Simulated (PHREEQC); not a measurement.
Make-up at 25 °C: 57 mmol/kgw TMAH and 0.073 mmol/kgw H4SiO4. Closed to the air; pH follows from the charge balance.

Equilibrium calculation in PHREEQC: ion-association model, wateq4f.dat.

### Question
The ionic strength comes out as 0.0570 mol/kgw. What activity coefficients do H2SiO4-2, OH-, H3SiO4- get?

### Answer
H2SiO4-2 0.45, OH- 0.80, H3SiO4- 0.81.

This is a speciation only: nothing precipitates in the calculation. (CH3)4N+ isn't in the database: it is added as a free cation with an ion size of 4 Å.
